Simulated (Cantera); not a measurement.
What does this Cantera script print?

```python
import numpy as np
import cantera as ct

gas_names = """
    H HO2 H2 H2O H2O2 O OH O2 O3 Pb PbO Pb2
""".split()
cond_names = """
    H2O(s) H2O(L) Pb(cr) Pb(L) PbO(rd) PbO(yw) PbO(L) PbO2(s) Pb3O4(s)
""".split()


# ... load() reads the species with a 1 bar reference pressure and builds the phases ...
atoms = {
    'PbO': {'Pb': 1, 'O': 1},
    'H2': {'H': 2},
    'H2O': {'H': 2, 'O': 1},
}
top_T = {'Pb3O4(s)': 820}  # K; cautious upper limits of use, not melting points


# ... equilibrate(T, P, feed) seeds the gas with the atoms and calls Mixture.equilibrate('TP', solver="vcs", rtol=1e-11, max_steps=5000) ...
results = []
feed = {'PbO': 1, 'H2': 2700, 'H2O': 0.64}  # mol
T = 1975  # K
P = 1700  # Pa
mix = equilibrate(T, P, feed)
results.append((T, P, feed, dict(zip(mix.species_names, mix.species_moles))))
print(gas.report(threshold=0.0001))
for i in range(1, mix.n_phases):
    print(f"{mix.phase(i).name:16s} {mix.phase_moles(i):12.5e} mol")
```

Output:

```
       temperature   1975 K
          pressure   1700 Pa
           density   0.00021644 kg/m^3
  mean mol. weight   2.0907 kg/kmol
   phase of matter   gas

                          1 kg             1 kmol
                     ---------------   ---------------
          enthalpy        2.5904e+07        5.4158e+07  J
   internal energy         1.805e+07        3.7737e+07  J
           entropy        1.0626e+05        2.2216e+05  J/K
    Gibbs function       -1.8397e+08       -3.8461e+08  J
 heat capacity c_p             16252             33979  J/K
 heat capacity c_v             12276             25664  J/K

                      mass frac. Y      mole frac. X     chem. pot. / RT
                     ---------------   ---------------   ---------------
                 H         0.0050309          0.010434           -11.763
                H2           0.95327           0.98859           -23.527
               H2O         0.0051981        0.00060326            -53.63
                Pb          0.036492        0.00036821           -23.801
     [   +8 minor]        5.0735e-06        6.1242e-07

Pb(L)             0.00000e+00 mol
PbO(L)            0.00000e+00 mol
```

Cantera equilibrium calculation (NASA polynomials, part measured and part estimated; ideal gas, pure solids and liquids).
